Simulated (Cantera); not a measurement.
An adiabatic, constant-pressure homogeneous reactor starts with 15.3 % H2, 17.8 % O2, 66.9 % N2, equivalence ratio 0.43, at 950 K and 1.00 atm.

Detailed kinetics in Cantera: the H2/O2 subset of GRI-Mech 3.0, which has no nitrogen chemistry.

Q: Predict: time of steepest temperature rise; temperature at 10.0 s; equilibrium temperature; x(H2) at 10.0 s; x(O2) at 10.0 s; x(HO2) at 10.0 s; x(H2O) at 10.0 s; x(H) at 10.0 s; x(OH) at 10.0 s; x(O) at 10.0 s.

A: 
* **time of steepest temperature rise**: 9.24 ms
* **temperature at 10.0 s**: 2047 K
* **equilibrium temperature**: 2047 K
* **x(H2) at 10.0 s**: 0.000203 (gas-phase equilibrium 0.000203)
* **x(O2) at 10.0 s**: 0.109 (gas-phase equilibrium 0.109)
* **x(HO2) at 10.0 s**: 2.67e-6 (gas-phase equilibrium 2.67e-6)
* **x(H2O) at 10.0 s**: 0.164 (gas-phase equilibrium 0.164)
* **x(H) at 10.0 s**: 3.17e-5 (gas-phase equilibrium 3.17e-5)
* **x(OH) at 10.0 s**: 0.00278 (gas-phase equilibrium 0.00278)
* **x(O) at 10.0 s**: 0.000314 (gas-phase equilibrium 0.000314)
